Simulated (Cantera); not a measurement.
Gas mixture: 100 % CO, at 100000 Pa, frozen composition.

Cantera's kinetic-theory transport with the Lennard-Jones parameters of GRI-Mech 3.0, ideal gas; thermal conductivity in the multicomponent form.

D: mixture-averaged diffusion coefficient of that species in the mixture.

```csv
T (K),ρ (kg/m³),cp (J/kg/K),μ (µPa s),λ (mW/m/K),Pr,D (cm²/s) NO,D (cm²/s) H2,D (cm²/s) O
400,0.842,1049,22.0,31.9,0.722,…,1.27,0.535
500,0.674,1064,25.7,38.0,0.720,…,1.85,0.783
600,0.561,1086,29.1,44.0,0.718,…,2.51,1.07
700,0.481,1112,32.3,50.0,0.717,…,3.25,1.38
800,0.421,1139,35.2,56.0,0.717,…,4.06,1.73
900,0.374,1164,38.1,61.9,0.716,…,4.93,2.10
1000,0.337,1184,40.8,67.5,0.716,…,5.87,2.51
```

Q: Some entries are withheld; supply them.

A: 
- 400, D (cm²/s) NO: 0.340
- 500, D (cm²/s) NO: 0.499
- 600, D (cm²/s) NO: 0.680
- 700, D (cm²/s) NO: 0.881
- 800, D (cm²/s) NO: 1.10
- 900, D (cm²/s) NO: 1.34
- 1000, D (cm²/s) NO: 1.60
